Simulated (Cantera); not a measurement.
## Premixed flame

A freely propagating, adiabatic, planar premixed flame of 45.7 % H₂, 11.4 % O₂, 42.9 % N₂, unburnt at 575 K and 0.987 atm; multicomponent+Soret transport, grid criteria slope 0.08 and curve 0.16, no radiation.

Model: the H2/O2 subset of GRI-Mech 3.0, which has no nitrogen chemistry, integrated in Cantera. Burning velocities carry a grid error of a few per cent, more on coarse grids.

| z (mm) | T (K) | u (m/s) | x H₂ | x O₂ | x H | x O | x OH | x H₂O |
|---|---|---|---|---|---|---|---|---|
| -1.32 | 575 | 7.92 | 0.457 | 0.114 | <1e-8 | <1e-8 | <1e-8 | <1e-8 |
| -0.881 | 575 | 7.92 | 0.457 | 0.114 | <1e-8 | <1e-8 | <1e-8 | <1e-8 |
| -0.661 | 575 | 7.92 | 0.457 | 0.114 | <1e-8 | <1e-8 | <1e-8 | <1e-8 |
| -0.441 | 575 | 7.92 | 0.457 | 0.114 | 8.27e-8 | <1e-8 | <1e-8 | 1.85e-7 |
| -0.220 | 602 | 8.17 | 0.446 | 0.115 | 0.000338 | 1.49e-5 | 8.71e-5 | 0.00131 |
| -0.110 | 827 | 10.9 | 0.410 | 0.109 | 0.00902 | 0.000334 | 0.000618 | 0.0219 |
| 0 | 1233 | 15.9 | 0.310 | 0.0679 | 0.0513 | 0.00327 | 0.00228 | 0.108 |
| 0.110 | 1505 | 19.4 | 0.222 | 0.0165 | 0.0880 | 0.00348 | 0.00422 | 0.206 |
| 0.220 | 1622 | 20.8 | 0.204 | 0.00313 | 0.0906 | 0.00206 | 0.00466 | 0.233 |
| 0.441 | 1737 | 22.1 | 0.209 | 0.000833 | 0.0788 | 0.00153 | 0.00510 | 0.239 |
| 0.881 | 1857 | 23.4 | 0.219 | 0.000550 | 0.0629 | 0.00113 | 0.00518 | 0.242 |
| 1.76 | 1973 | 24.7 | 0.229 | 0.000335 | 0.0468 | 0.000716 | 0.00476 | 0.246 |
| 3.52 | 2075 | 25.8 | 0.237 | 0.000174 | 0.0326 | 0.000383 | 0.00389 | 0.249 |
x: mole fraction of selected species; z is measured from the peak of heat release.

| Quantity | Value |
|---|---|
| laminar burning velocity | 792 cm/s |
| thermal thickness | 0.441 mm |
| peak x(H) | 0.0917 |
| peak x(O) | 0.00414 |
| peak x(OH) | 0.00521 |
| grid points | 133 |
